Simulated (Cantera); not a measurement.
A Cantera script and what it prints.

```python
import numpy as np
import cantera as ct

gas_names = """
    C CH CH2 CH3 CH2OH CH3O CH4 CH3OH CO CO2 COOH C2 C2H CHCO,ketyl C2H2,acetylene C2H2,vinylidene
    CH2CO,ketene C2H3,vinyl CH3CO,acetyl C2H4 C2H4O,ethylen CH3CHO,ethanal CH3COOH (HCOOH)2 C2H5 C2H6
    CH3OCH3 C2H5OH C2O C3 C3H3,propargyl C3H4,allene C3H4,propyne C3H4,cyclo- C3H5,allyl C3H6,propylene
    C3H6,cyclo- C3H6O C3H7,n-propyl C3H7,i-propyl C3H8 C3H8O,1propanol C3H8O,2propanol C3O2 C4 C4H2
    C4H4,1,3-cyclo- C4H6,butadiene C4H6,2-butyne C4H6,cyclo- C4H8,1-butene C4H8,cis2-buten
    C4H8,tr2-butene C4H8,isobutene C4H8,cyclo- (CH3COOH)2 C4H9,n-butyl C4H9,i-butyl C4H9,s-butyl
    C4H9,t-butyl C4H10,isobutane C4H10,n-butane C5 C5H6,1,3cyclo- C5H8,cyclo- C5H10,1-pentene
    C5H10,cyclo- C5H11,pentyl C5H11,t-pentyl C5H12,n-pentane C5H12,i-pentane CH3C(CH3)2CH3 C6H2
    C6H5,phenyl C6H5O,phenoxy C6H6 C6H5OH,phenol C6H10,cyclo- C6H12,1-hexene C6H12,cyclo- C6H13,n-hexyl
    C7H7,benzyl C7H8 C7H8O,cresol C7H14,1-heptene C7H15,n-heptyl C7H16,n-heptane C8H8,styrene
    C8H10,ethylbenz C8H16,1-octene C8H17,n-octyl C8H18,isooctane C8H18,n-octane C9H19,n-nonyl
    C10H8,naphthale C10H21,n-decyl C12H9,o-bipheny C12H10,bipheny H HCO HO2 H2 HCHO,formaldehy HCOOH H2O
    H2O2 Na NaH NaO NaOH Na2 Na2O Na2O2H2 O OH O2 O3
""".split()
cond_names = """
    C(gr) C6H6(L) C7H8(L) C8H18(L),n-octa H2O(s) H2O(L) Na(cr) Na(L) NaOH(a) NaOH(L) NaO2(s) Na2CO3(I)
    Na2CO3(II) Na2CO3(L) Na2O(c) Na2O(a) Na2O(L) Na2O2(a) Na2O2(b)
""".split()


def load(file, names, dense=False):
    # The tables refer to 1 bar. Condensed volumes are neglected.
    table = {s.name: s for s in ct.Species.list_from_file(file)}
    out = []
    for n in names:
        d = dict(table[n].input_data)
        d["thermo"] = dict(d["thermo"], **{"reference-pressure": 1e5})
        if dense:
            d["equation-of-state"] = {"model": "constant-volume", "density": "1e6 g/cm^3"}
        out.append(ct.Species.from_dict(d))
    return out


gas = ct.Solution(thermo="ideal-gas", species=load("nasa_gas.yaml", gas_names))
cond = {s.name: ct.Solution(thermo="fixed-stoichiometry", species=[s], name=s.name)
        for s in load("nasa_condensed.yaml", cond_names, dense=True)}
atoms = {
    'Na2CO3': {'Na': 2, 'C': 1, 'O': 3},
    'H2': {'H': 2},
    'O2': {'O': 2},
}
top_T = {'C(gr)': 4500, 'NaO2(s)': 800, 'Na2O2(b)': 940}  # K; cautious upper limits of use, not melting points


def equilibrate(T, P, feed):
    n = {}
    for name, mol in feed.items():
        for a, k in atoms[name].items():
            n[a] = n.get(a, 0.0) + k * mol
    gas.TPX = T, P, n
    mass = sum(n.values()) * gas.mean_molecular_weight
    gas.equilibrate("TP")
    valid = [c for c in cond.values() if c.min_temp <= T <= top_T.get(c.name, c.max_temp)]
    mix = ct.Mixture([(gas, mass / gas.mean_molecular_weight)] + [(c, 0.0) for c in valid])
    mix.T, mix.P = T, P
    mix.equilibrate("TP", solver="vcs", rtol=1e-11, max_steps=5000)
    return mix


results = []
feed = {'Na2CO3': 1, 'H2': 0.057, 'O2': 1}  # mol
P = 150000  # Pa
for T in [800, 900, 1000, 1100, 1200, 1300, 1400, 1500, 1600, 1700, 1800, 1900, 2000, 2100]:
    mix = equilibrate(T, P, feed)
    results.append((T, P, feed, dict(zip(mix.species_names, mix.species_moles))))
    x = sorted(zip(gas.X, gas.species_names), reverse=True)
    print(f"T = {T:g} K  P = {P:g} Pa  gas = {mix.phase_moles(0):.4g} mol")
    print("   x: " + "  ".join(f"{s} {v:.3e}" for v, s in x if v > 1e-05))
    print("   condensed (mol): " + ("  ".join(f"{mix.phase(i).name} {mix.phase_moles(i):.4g}"
          for i in range(1, mix.n_phases) if mix.phase_moles(i) > 1e-12) or "none"))
```

Result:

```
T = 800 K  P = 150000 Pa  gas = 1.029 mol
   x: O2 9.446e-01  H2O 5.542e-02
   condensed (mol): Na2CO3(II) 1
T = 900 K  P = 150000 Pa  gas = 1.029 mol
   x: O2 9.446e-01  H2O 5.542e-02
   condensed (mol): Na2CO3(II) 1
T = 1000 K  P = 150000 Pa  gas = 1.029 mol
   x: O2 9.446e-01  H2O 5.541e-02  NaOH 1.344e-05
   condensed (mol): Na2CO3(II) 1
T = 1100 K  P = 150000 Pa  gas = 1.029 mol
   x: O2 9.445e-01  H2O 5.536e-02  NaOH 1.015e-04  CO2 5.208e-05
   condensed (mol): Na2CO3(II) 0.9999
T = 1200 K  P = 150000 Pa  gas = 1.029 mol
   x: O2 9.441e-01  H2O 5.514e-02  NaOH 5.006e-04  CO2 2.548e-04
   condensed (mol): Na2CO3(L) 0.9997
T = 1300 K  P = 150000 Pa  gas = 1.03 mol
   x: O2 9.428e-01  H2O 5.437e-02  NaOH 1.855e-03  CO2 9.399e-04  Na2O2H2 1.158e-05  OH 1.018e-05
   condensed (mol): Na2CO3(L) 0.999
T = 1400 K  P = 150000 Pa  gas = 1.034 mol
   x: O2 9.393e-01  H2O 5.229e-02  NaOH 5.567e-03  CO2 2.814e-03  OH 2.925e-05  Na2O2H2 2.504e-05
   condensed (mol): Na2CO3(L) 0.9971
T = 1500 K  P = 150000 Pa  gas = 1.043 mol
   x: O2 9.312e-01  H2O 4.758e-02  NaOH 1.395e-02  CO2 7.060e-03  OH 7.076e-05  Na 5.799e-05  Na2O2H2 4.578e-05  NaO 1.765e-05
   condensed (mol): Na2CO3(L) 0.9926
T = 1600 K  P = 150000 Pa  gas = 1.061 mol
   x: O2 9.159e-01  H2O 3.881e-02  NaOH 2.956e-02  CO2 1.506e-02  Na 3.340e-04  OH 1.440e-04  NaO 8.949e-05  Na2O2H2 6.996e-05  O 1.133e-05
   condensed (mol): Na2CO3(L) 0.984
T = 1700 K  P = 150000 Pa  gas = 1.089 mol
   x: O2 8.920e-01  NaOH 5.242e-02  CO2 2.730e-02  H2O 2.590e-02  Na 1.604e-03  NaO 3.818e-04  OH 2.401e-04  Na2O2H2 8.522e-05  O 3.447e-05
   condensed (mol): Na2CO3(L) 0.9703
T = 1800 K  P = 150000 Pa  gas = 1.129 mol
   x: O2 8.615e-01  NaOH 7.541e-02  CO2 4.190e-02  H2O 1.254e-02  Na 6.728e-03  NaO 1.433e-03  OH 3.140e-04  O 9.221e-05  Na2O2H2 7.605e-05  Na2O 4.350e-05
   condensed (mol): Na2CO3(L) 0.9527
T = 1900 K  P = 150000 Pa  gas = 1.191 mol
   x: O2 8.205e-01  NaOH 8.656e-02  CO2 5.827e-02  Na 2.473e-02  NaO 4.726e-03  H2O 4.365e-03  OH 3.245e-04  Na2O 2.359e-04  O 2.206e-04  Na2O2H2 4.732e-05  CO 2.880e-05
   condensed (mol): Na2CO3(L) 0.9306
T = 2000 K  P = 150000 Pa  gas = 1.343 mol
   x: O2 7.393e-01  CO2 8.645e-02  NaOH 8.192e-02  Na 7.632e-02  NaO 1.283e-02  H2O 1.328e-03  Na2O 9.593e-04  O 4.697e-04  OH 2.919e-04  CO 1.086e-04  Na2 4.142e-05  Na2O2H2 2.161e-05
   condensed (mol): Na2CO3(L) 0.8838
T = 2100 K  P = 150000 Pa  gas = 1.881 mol
   x: O2 5.599e-01  Na 2.012e-01  CO2 1.468e-01  NaOH 5.974e-02  NaO 2.748e-02  Na2O 2.817e-03  O 8.494e-04  CO 4.691e-04  H2O 3.216e-04  Na2 2.283e-04  OH 2.136e-04
   condensed (mol): Na2CO3(L) 0.723
```

Equilibrium computed with Cantera from the NASA thermochemical tables; the gas is ideal and each condensed phase is pure.
